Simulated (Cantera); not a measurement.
A Cantera script and its output.

```python
import numpy as np
import cantera as ct

gas = ct.Solution("h2o2.yaml")
gas.TPX = 625, 100000, {'H2': 1, 'O2': 0.278, 'N2': 1.22}
flame = ct.FreeFlame(gas, width=0.04)
flame.set_refine_criteria(ratio=3, slope=0.08, curve=0.16)
flame.transport_model = "mixture-averaged"
flame.solve(loglevel=0, auto=True)
z, T = flame.grid, flame.T
thick = (T[-1] - T[0]) / np.gradient(T, z).max()
show = ['H2', 'O2', 'O', 'HO2', 'OH', 'H2O2']
print(f"laminar burning velocity  {flame.velocity[0] * 100:.3f} cm/s")
print(f"burnt temperature         {T[-1]:.1f} K")
print(f"thermal thickness         {thick * 1e3:.4f} mm")
print(f"grid points               {len(z)}")
z0 = z[flame.heat_release_rate.argmax()]
print(f"{'z/mm':>9s}{'T/K':>9s}{'u/(m/s)':>9s}" + "".join(f"{s:>11s}" for s in show))
rows = []
for k in (-3, -2, -1.5, -1, -0.5, -0.25, 0, 0.25, 0.5, 1, 2, 4, 8):
    zz = z0 + k * thick
    rows.append([k * thick, np.interp(zz, z, T), np.interp(zz, z, flame.velocity),
                 *(np.interp(zz, z, flame.X[gas.species_index(s)]) for s in show)])
    print(f"{rows[-1][0] * 1e3:9.3f}{rows[-1][1]:9.1f}{rows[-1][2]:9.3f}" + "".join(f"{x:11.3e}" for x in rows[-1][3:]))
```

Result:

```
laminar burning velocity  875.091 cm/s
burnt temperature         2273.1 K
thermal thickness         0.4697 mm
grid points               139
     z/mm      T/K  u/(m/s)         H2         O2          O        HO2         OH       H2O2
   -1.409    625.0    8.751  4.003e-01  1.113e-01  8.031e-17  4.658e-13  3.799e-18  4.743e-16
   -0.939    625.0    8.751  4.003e-01  1.113e-01  6.655e-14  9.116e-11  3.545e-15  1.454e-14
   -0.704    625.0    8.751  4.003e-01  1.113e-01  9.181e-12  7.426e-09  5.487e-13  1.501e-12
   -0.470    625.0    8.751  4.003e-01  1.113e-01  3.323e-09  1.170e-06  5.955e-10  7.370e-10
   -0.235    645.7    9.007  3.968e-01  1.111e-01  1.406e-05  2.131e-04  7.297e-05  2.829e-06
   -0.117    835.0   11.433  3.675e-01  1.054e-01  3.254e-04  1.445e-04  5.814e-04  6.702e-06
    0.000   1224.1   16.304  2.670e-01  6.865e-02  3.554e-03  6.212e-05  2.407e-03  2.083e-06
    0.117   1501.6   19.782  1.758e-01  1.762e-02  4.402e-03  1.552e-05  4.830e-03  1.240e-06
    0.235   1621.5   21.224  1.567e-01  4.140e-03  2.980e-03  3.506e-06  5.533e-03  7.995e-07
    0.470   1738.5   22.579  1.600e-01  1.509e-03  2.256e-03  1.232e-06  6.069e-03  5.035e-07
    0.939   1861.4   23.960  1.684e-01  9.991e-04  1.638e-03  7.815e-07  6.148e-03  2.809e-07
    1.879   1978.6   25.239  1.763e-01  5.994e-04  1.021e-03  4.742e-07  5.605e-03  1.475e-07
    3.757   2079.8   26.315  1.831e-01  3.075e-04  5.392e-04  2.619e-07  4.558e-03  7.561e-08
```

Computed with Cantera and the H2/O2 subset of GRI-Mech 3.0, which has no nitrogen chemistry. Burning velocities carry a grid error of a few per cent, more on coarse grids.
